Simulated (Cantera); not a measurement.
Standard-state values (1 bar) from the NASA 1993 polynomials, evaluated with Cantera. Values are per mole of reaction as written; species without (g) are pure solids or liquids, kept so even where they would boil at 1 bar. The tables' values for SiF₂ are old estimates.

Problem. Between 950 and 1350 K, where is each reaction favourable under standard conditions?
- SiF₂(g) + 2 F(g) = SiF₄(g)

Solution. 
- SiF₂(g) + 2 F(g) = SiF₄(g): ΔG° is -906 kJ at 950 K and -787 kJ at 1350 K; it stays negative (K > 1). ΔH° is -1186 kJ and ΔS° -296 J/K at 1350 K.
